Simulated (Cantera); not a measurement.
Equilibrium for roasting and sulfation: FeS + SO2 + CO2

A closed system holds: 1 mol FeS, 4.4 mol SO2, 0.077 mol CO2, at 0.140 bar.

These are equilibrium values from Cantera (NASA tables, ideal gas, pure condensed phases), not measurements of a reactor. Candidate condensed phases: C, Fe, Fe(CO)5, FeO, FeS, FeSO4, FeS2, Fe2O3, Fe2(SO4)3, Fe3O4, S; 25 gas species. Mutual solubility and eutectic melting of coexisting phases are not modelled. FeS: taken at fixed stoichiometry. Gases not in the tables: S3 to S7. Kinetics and transport are ignored.

| T (K) | x SO2 | x S2 | x CO2 | x S2O | x SO | x CO | x COS | x S | n FeS2(s) | n Fe3O4(s) | n FeS(s) |
|---|---|---|---|---|---|---|---|---|---|---|---|
| 775 | 0.979 | 0.00213 | 0.0182 | 0.000401 | 3.27e-7 | 3.82e-7 | 6.75e-7 | <1e-12 | 0.617 | 0.128 | 0 |
| 825 | 0.974 | 0.00717 | 0.0181 | 0.000957 | 1.39e-6 | 1.36e-6 | 1.86e-6 | 6.38e-12 | 0.600 | 0.133 | 0 |
| 875 | 0.963 | 0.0180 | 0.0171 | 0.00184 | 4.79e-6 | 3.80e-6 | 3.88e-6 | 6.09e-11 | 0 | 0.0349 | 0.895 |
| 925 | 0.957 | 0.0239 | 0.0171 | 0.00220 | 1.27e-5 | 8.71e-6 | 5.22e-6 | 3.48e-10 | 0 | 0.0460 | 0.862 |
| 975 | 0.949 | 0.0308 | 0.0171 | 0.00259 | 3.02e-5 | 1.84e-5 | 6.84e-6 | 1.67e-9 | 0 | 0.0591 | 0.823 |
| 1025 | 0.941 | 0.0389 | 0.0170 | 0.00299 | 6.63e-5 | 3.59e-5 | 8.73e-6 | 6.87e-9 | 0 | 0.0742 | 0.777 |
| 1075 | 0.932 | 0.0479 | 0.0170 | 0.00341 | 0.000135 | 6.60e-5 | 1.09e-5 | 2.48e-8 | 0 | 0.0912 | 0.726 |
| 1125 | 0.921 | 0.0578 | 0.0169 | 0.00383 | 0.000258 | 0.000115 | 1.33e-5 | 7.99e-8 | 0 | 0.110 | 0.670 |
| 1175 | 0.910 | 0.0686 | 0.0168 | 0.00425 | 0.000464 | 0.000189 | 1.59e-5 | 2.33e-7 | 0 | 0.131 | 0.608 |
| 1225 | 0.897 | 0.0801 | 0.0166 | 0.00467 | 0.000797 | 0.000300 | 1.88e-5 | 6.21e-7 | 0 | 0.153 | 0.542 |
| 1275 | 0.885 | 0.0922 | 0.0164 | 0.00508 | 0.00131 | 0.000455 | 2.17e-5 | 1.54e-6 | 0 | 0.176 | 0.472 |
| 1325 | 0.871 | 0.105 | 0.0161 | 0.00547 | 0.00206 | 0.000667 | 2.48e-5 | 3.54e-6 | 0 | 0.200 | 0.399 |
x: gas mole fraction; n: condensed amount in mol.

From 775 K to 825 K the condensed part is FeS2(s) + Fe3O4(s). From 875 K to 1325 K the condensed part is FeS(s) + Fe3O4(s).
